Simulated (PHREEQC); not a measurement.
A solution holds 0.0018 mol/kgw PbCl2 and 0.066 mol/kgw HNO3, at 45 °C. Closed to the air; pH follows from the charge balance.

Computed with PHREEQC (ion-association model, wateq4f.dat).

No solid was allowed to form.

### Question
Predict the pH.

### Answer
pH 1.26.

### Question
In which forms is Pb present?

### Answer
Pb+2 68 %, PbNO3+ 26 %, PbCl+ 5.9 % of the Pb.

Constants without temperature data keep their 25 °C values here.
